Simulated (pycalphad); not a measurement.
Source of the numbers: pycalphad with the COST 507 light-alloy database (1999); pressure 1 atm. The database dates from 1999; later assessments differ in places, in temperatures and in the compounds included. Phase fractions are per mole of atoms. Kinetics are ignored, which matters at the lower temperatures.

Q: Give the equilibrium state of Mg-0.97Si-6.66Al (at.%) at 825 K.

A: hcp, fraction 0.764, with <0.01 Si, 4.4 Al at.%; liquid, fraction 0.211, with 0.67 Si, 15.5 Al at.%; MG2SI, fraction 0.025, with 33.3 Si, no Al at.%.

Q: Give the equilibrium state of Mg-0.97Si-6.66Al (at.%) at 425 K.

A: 
```
T = 425.00 K, P = 101325 Pa, N = 1 mol of atoms
G = -15368 J/mol, H = 2532 J/mol, S = 42.12 J/(mol K)  (SER reference)
chemical potentials (J/mol): Mg -14547, Si -70054, Al -18795
phase             fraction      x(Mg)      x(Si)      x(Al)
HCP_A3              0.8452     0.9827   2.08e-12     0.0173
ALMG_GAMMA          0.1257     0.5862       none     0.4138
MG2SI               0.0291     0.6667     0.3333       none
```

Database names, with the compositions (at.%) that they take in these runs: MG2SI: Mg 67 Si 33; ALMG_GAMMA: Mg 59 Al 41. HCP_A3 is hcp. An entry "none" or "no" means that the model of the phase leaves that element out.
